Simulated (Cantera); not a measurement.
What does this Cantera script print?

```python
import numpy as np
import cantera as ct

gas = ct.Solution("h2o2.yaml")
gas.TPX = 300, 41000, {'H2': 1, 'O2': 0.746, 'N2': 2.81, 'H2O': 0.17}
flame = ct.FreeFlame(gas, width=0.075)
flame.set_refine_criteria(ratio=3, slope=0.08, curve=0.16)
flame.transport_model = "mixture-averaged"
flame.solve(loglevel=0, auto=True)
z, T = flame.grid, flame.T
thick = (T[-1] - T[0]) / np.gradient(T, z).max()
show = ['H2', 'O2', 'H2O', 'O', 'HO2', 'OH']
print(f"laminar burning velocity  {flame.velocity[0] * 100:.3f} cm/s")
print(f"burnt temperature         {T[-1]:.1f} K")
print(f"thermal thickness         {thick * 1e3:.4f} mm")
print(f"grid points               {len(z)}")
z0 = z[flame.heat_release_rate.argmax()]
print(f"{'z/mm':>9s}{'T/K':>9s}{'u/(m/s)':>9s}" + "".join(f"{s:>11s}" for s in show))
rows = []
for k in (-3, -2, -1.5, -1, -0.5, -0.25, 0, 0.25, 0.5, 1, 2, 4, 8):
    zz = z0 + k * thick
    rows.append([k * thick, np.interp(zz, z, T), np.interp(zz, z, flame.velocity),
                 *(np.interp(zz, z, flame.X[gas.species_index(s)]) for s in show)])
    print(f"{rows[-1][0] * 1e3:9.3f}{rows[-1][1]:9.1f}{rows[-1][2]:9.3f}" + "".join(f"{x:11.3e}" for x in rows[-1][3:]))
```

It prints:

```
laminar burning velocity  108.901 cm/s
burnt temperature         1870.0 K
thermal thickness         1.0038 mm
grid points               111
     z/mm      T/K  u/(m/s)         H2         O2        H2O          O        HO2         OH
   -3.011    300.0    1.089  2.116e-01  1.579e-01  3.597e-02  2.301e-12  1.061e-11  3.220e-15
   -2.008    300.0    1.089  2.114e-01  1.579e-01  3.598e-02  1.293e-10  1.491e-09  5.640e-13
   -1.506    300.1    1.088  2.108e-01  1.580e-01  3.601e-02  8.854e-10  1.495e-08  1.685e-11
   -1.004    301.1    1.088  2.077e-01  1.586e-01  3.618e-02  1.284e-08  4.533e-07  3.391e-09
   -0.502    350.8    1.234  1.827e-01  1.623e-01  4.029e-02  1.358e-06  9.646e-05  1.012e-05
   -0.251    627.9    2.140  1.396e-01  1.557e-01  7.009e-02  1.028e-04  2.077e-04  5.966e-04
    0.000    997.3    3.332  8.496e-02  1.296e-01  1.310e-01  1.684e-03  8.107e-05  1.250e-03
    0.251   1259.7    4.184  3.959e-02  9.429e-02  1.935e-01  5.354e-03  4.297e-05  3.767e-03
    0.502   1411.4    4.676  1.972e-02  7.484e-02  2.251e-01  7.202e-03  2.839e-05  6.244e-03
    1.004   1561.3    5.148  1.190e-02  6.583e-02  2.419e-01  6.625e-03  1.910e-05  8.147e-03
    2.008   1687.3    5.529  8.272e-03  6.269e-02  2.521e-01  4.475e-03  1.262e-05  8.348e-03
    4.015   1778.5    5.798  4.673e-03  6.103e-02  2.606e-01  2.416e-03  7.319e-06  7.095e-03
    8.031   1831.6    5.951  2.070e-03  6.052e-02  2.663e-01  1.046e-03  3.584e-06  5.059e-03
```

Model: the H2/O2 subset of GRI-Mech 3.0, which has no nitrogen chemistry, integrated in Cantera. Burning velocities carry a grid error of a few per cent, more on coarse grids. Lean hydrogen flames are cellular in practice and burn faster than this planar one.
